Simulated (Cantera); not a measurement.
A closed system holds: 1 mol SiH₄, a varied amount of O₂, equilibrated at 750 K and 0.0550 bar.

Cantera equilibrium calculation (NASA polynomials, part measured and part estimated; ideal gas, pure solids and liquids). Candidate condensed phases: H₂O, Si, SiO₂; 18 gas species. The numbers say what is thermodynamically allowed, not how fast it happens.

x: gas mole fraction; n: condensed amount in mol.

```csv
n(O₂) (mol),x H₂,x H₂O,x O₂,x SiH₄,x OH,n Si(s),n SiO₂(α-quartz)
0.3,1.00,<1e-12,<1e-12,8.80e-9,<1e-12,0.700,0.300
0.44,1.00,<1e-12,<1e-12,8.80e-9,<1e-12,0.560,0.440
0.65,1.00,<1e-12,<1e-12,8.80e-9,<1e-12,0.350,0.650
0.97,1.00,<1e-12,<1e-12,8.80e-9,<1e-12,0.0300,0.970
1.4,0.600,0.400,<1e-12,<1e-12,<1e-12,0,1.00
2.1,<1e-12,0.952,0.0476,<1e-12,___,0,1.00
3.1,<1e-12,0.645,0.355,<1e-12,1.03e-9,0,1.00
4.6,<1e-12,0.435,0.565,<1e-12,___,0,1.00
6.9,<1e-12,0.290,0.710,<1e-12,___,0,1.00
10,<1e-12,0.200,0.800,<1e-12,___,0,1.00
15,<1e-12,0.133,0.867,<1e-12,___,0,1.00
```

Question: Fill in the missing entries.

Answer: 
- 2.1, x OH: 7.56e-10
- 4.6, x OH: 9.48e-10
- 6.9, x OH: 8.19e-10
- 10, x OH: 7.01e-10
- 15, x OH: 5.84e-10
